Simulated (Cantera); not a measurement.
**Equilibrium for fluorocarbon and chlorocarbon gases: CHF3 + F2 + H2**

Charge: 1 mol CHF3, 0.011 mol F2, 2.9 mol H2.

These are equilibrium values from Cantera (NASA tables, ideal gas, pure condensed phases), not measurements of a reactor. Candidate condensed phases: C, C6H6, C7H8, C8H18; 95 gas species. The numbers say what is thermodynamically allowed, not how fast it happens.

Question: Map the stable condensed phases over T = 2450, 2550, 2650, 2750, 2850, 2950, 3050, 3150, 3250, 3350 K and P in Pa = 1, 6.8, 46, 320, 2200, 15000, 100000.

Answer: 
```
T in K \ P in Pa
              1    6.8     46    320   2200  15000 100000
   3350       A      A      A      A      A      A      B
   3250       A      A      A      A      A      B      B
   3150       A      A      A      A      A      B      B
   3050       A      A      A      A      B      B      B
   2950       A      A      A      A      B      B      B
   2850       A      A      A      B      B      B      B
   2750       A      A      B      B      B      B      B
   2650       A      A      B      B      B      B      B
   2550       A      B      B      B      B      B      B
   2450       B      B      B      B      B      B      B
```
A: gas only; B: C.
